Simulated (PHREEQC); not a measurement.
A made-up water analysis in mg/L, 52 °C, pH 3.45, pe 9.8:

```
constituent                mg/L
-----------------------  ------
Na                         85.4
K                          10.9
Ca                          170
Mg                         5.44
Cl                           71
S(6) as SO4                 547
B                        0.0505
Cu(2)                      3.71
O(0) (dissolved oxygen)   0.661
Br                        0.457
```

Valence states are taken as typed.

Model: ion-association model, phreeqc.dat, run in PHREEQC.

This is a speciation only: nothing precipitates in the calculation.

Problem. Order these S species by the share of S that they hold, largest first: SO4-2, CaSO4, HSO4-, NaSO4-, MgSO4.

Solution. SO4-2 (76 %), CaSO4 (18 %), HSO4- (3.3 %), MgSO4 (1.5 %), NaSO4- (0.94 %)

The pH is 3.45 and the ionic strength 0.0188 mol/kgw. Species that the database lacks are ignored. At this temperature some constants are extrapolated from 25 °C, and those without enthalpy data are left unchanged.
